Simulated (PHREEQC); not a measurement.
Alkaline etch or developer (model solution)

Consider water at 68 °C with 0.0074 mol NH3 and 0.0025 mol Na2SiO3 per kg of water. Closed to the air; pH follows from the charge balance.

Computed with PHREEQC (ion-association model, wateq4f.dat).

Each row changes one thing in this solution. Precipitation was switched off in this run.

```tsv
case	pH	ionic strength (mol/kgw)	NH4+ (mol/kgw)
as made	10.26	0.00509	5.50e-5
Na2SiO3 left out	9.40	0.000360	0.000360
Na2SiO3 from 0.0025 to 0.00375 mol/kgw	10.41	0.00761	3.96e-5
NH3 from 0.0074 to 0.0148 mol/kgw	10.27	0.00514	0.000108
temperature from 68 to 65 °C	10.32	0.00509	5.59e-5
NH3 replaced by NH4Cl at the same molality	8.38	0.00771	0.00271
temperature from 68 to 45 °C	10.79	0.00510	5.99e-5
```

Species that the database lacks are ignored. Some of these states are supersaturated (in Quartz (slow to form), Chalcedony (slow to form), for instance). At this temperature some constants are extrapolated from 25 °C, and those without enthalpy data are left unchanged.
